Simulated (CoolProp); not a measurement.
Vapour-liquid equilibrium of n-pentane (1) + the fluoroketone C6F12O (FK-5-1-12) (2) at 0.376 MPa; x and y are mole fractions of (1).

Values from CoolProp's multi-fluid Helmholtz-energy mixture model, Thol 2019 and McLinden 2015; pair parameters Bell 2016.

```tsv
x	bubble temperature, mixture model (K)	bubble temperature, Raoult's law (K)	y, mixture model	y, Raoult's law
0.05	?	365.6	?	0.066
0.2	352.5	363.6	?	0.253
0.35	?	361.7	0.544	0.423
0.5	345.4	359.8	0.614	0.577
0.65	344.9	358.0	0.657	0.718
0.8	345.5	356.2	?	0.846
0.95	?	354.5	0.870	0.963
```

**Question.** What belongs in the gaps?

**Answer.** 
- 0.05, bubble temperature, mixture model (K): 362.2
- 0.05, y, mixture model: 0.128
- 0.2, y, mixture model: 0.404
- 0.35, bubble temperature, mixture model (K): 347.4
- 0.8, y, mixture model: 0.711
- 0.95, bubble temperature, mixture model (K): 349.8

The largest gap from Raoult's law is -14.4 K in bubble temperature, at x = 0.5. y crosses x between x = 0.65 and 0.8: the model has an azeotrope there.

The pair parameters rest on a limited set of measurements; away from them the model extrapolates.
